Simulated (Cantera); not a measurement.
A closed system holds: 1 mol HCl, 2.5 mol O2, held at 875 K and 1.00 bar.

Cantera equilibrium calculation (NASA polynomials, part measured and part estimated; ideal gas, pure solids and liquids). Candidate condensed phases: H2O; 14 gas species. The numbers say what is thermodynamically allowed, not how fast it happens.

Base state: O2 0.701, HCl 0.108, H2O 0.0956, Cl2 0.0956, Cl 1.42e-5, HOCl 1.12e-5 (mole fractions); condensed: gas only.

Problem. What changes in the equilibrium state with this change: temperature from 875 K to 2150 K?

Solution. 
```json
[
 {"species": "O2", "before": "0.701", "after": "0.674"},
 {"species": "HCl", "before": "0.108", "after": "0.185"},
 {"species": "Cl", "before": "1.42e-5", "after": "0.0845"},
 {"species": "Cl2", "before": "0.0956", "after": "0.00451"},
 {"species": "H2O", "before": "0.0956", "after": "0.0454"},
 {"species": "O", "before": "<1e-9", "after": "0.00160"},
 {"species": "OH", "before": "9.32e-9", "after": "0.00365"},
 {"species": "H2", "before": "<1e-9", "after": "4.58e-5"},
 {"species": "H", "before": "<1e-9", "after": "2.85e-5"},
 {"species": "ClO", "before": "1.09e-6", "after": "0.000943"}
]
```
